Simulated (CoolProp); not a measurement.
Propane at several states: density (kg/m³) from the reference equation and from simpler models built on Tc = 369.9 K, pc = 42.51 bar, ω = 0.152; each cubic takes its own stable root.

Values from CoolProp's reference Helmholtz-energy equation of state, Lemmon 2009.

```csv
T (K),p (bar),phase,reference,van der Waals,Redlich-Kwong,Soave-Redlich-Kwong
619.5,95.5,supercritical,89.62,96.41,92.16,87.07
314.7,2.38,gas,4.146,4.114,4.139,4.143
357.5,0.545,gas,0.8125,0.8119,0.8124,0.8125
370.1,2.41,gas,3.522,3.513,3.522,3.522
```
